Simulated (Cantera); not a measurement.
# Thermodynamics of iron carbonyl, mercury and lead vapours, feed Pb + O2 + N2

A closed system holds: 1 mol Pb, 0.48 mol O2, 2.1 mol N2, held at 0.113 Torr.

These are equilibrium values from Cantera (NASA tables, ideal gas, pure condensed phases), not measurements of a reactor. Candidate condensed phases: Pb, PbO, PbO2, Pb3O4; 12 gas species. Equilibrium is a limit: real reactors are often held back by kinetics, nucleation or transport.

At 725 K the condensed part is Pb(l) + PbO(red). From 800 K to 875 K the condensed part is Pb(l) + PbO(yellow). From 950 K to 1100 K the condensed part is PbO(yellow). From 1175 K to 1325 K nothing is condensed. The main Pb-bearing gas is Pb at 725 K and PbO at 1325 K.

```json
[
 {"T (K)": "725", "x N2": "1.000", "x PbO": "5.88e-9", "x Pb": "2.25e-5", "x O2": "<1e-12", "x NO": "<1e-12", "x O": "<1e-12", "n Pb(l)": "0.0400", "n PbO(red)": "0.960", "n PbO(yellow)": "0"},
 {"T (K)": "800", "x N2": "1.000", "x PbO": "4.67e-7", "x Pb": "0.000410", "x O2": "<1e-12", "x NO": "<1e-12", "x O": "<1e-12", "n Pb(l)": "0.0391", "n PbO(red)": "0", "n PbO(yellow)": "0.960"},
 {"T (K)": "875", "x N2": "0.995", "x PbO": "1.72e-5", "x Pb": "0.00449", "x O2": "1.29e-12", "x NO": "1.81e-11", "x O": "<1e-12", "n Pb(l)": "0.0305", "n PbO(red)": "0", "n PbO(yellow)": "0.960"},
 {"T (K)": "950", "x N2": "0.981", "x PbO": "0.000352", "x Pb": "0.0187", "x O2": "4.78e-10", "x NO": "9.34e-10", "x O": "<1e-12", "n Pb(l)": "0", "n PbO(red)": "0", "n PbO(yellow)": "0.959"},
 {"T (K)": "1025", "x N2": "0.977", "x PbO": "0.00457", "x Pb": "0.0186", "x O2": "8.36e-7", "x NO": "9.09e-8", "x O": "2.46e-11", "n Pb(l)": "0", "n PbO(red)": "0", "n PbO(yellow)": "0.950"},
 {"T (K)": "1100", "x N2": "0.939", "x PbO": "0.0413", "x Pb": "0.0189", "x O2": "0.000497", "x NO": "4.52e-6", "x O": "4.54e-9", "n Pb(l)": "0", "n PbO(red)": "0", "n PbO(yellow)": "0.865"},
 {"T (K)": "1175", "x N2": "0.665", "x PbO": "0.268", "x Pb": "0.0489", "x O2": "0.0181", "x NO": "4.34e-5", "x O": "1.60e-7", "n Pb(l)": "0", "n PbO(red)": "0", "n PbO(yellow)": "0"},
 {"T (K)": "1250", "x N2": "0.657", "x PbO": "0.239", "x Pb": "0.0733", "x O2": "0.0303", "x NO": "9.79e-5", "x O": "9.84e-7", "n Pb(l)": "0", "n PbO(red)": "0", "n PbO(yellow)": "0"},
 {"T (K)": "1325", "x N2": "0.647", "x PbO": "0.205", "x Pb": "0.103", "x O2": "0.0450", "x NO": "0.000195", "x O": "4.77e-6", "n Pb(l)": "0", "n PbO(red)": "0", "n PbO(yellow)": "0"}
]
```
x: gas mole fraction; n: condensed amount in mol.
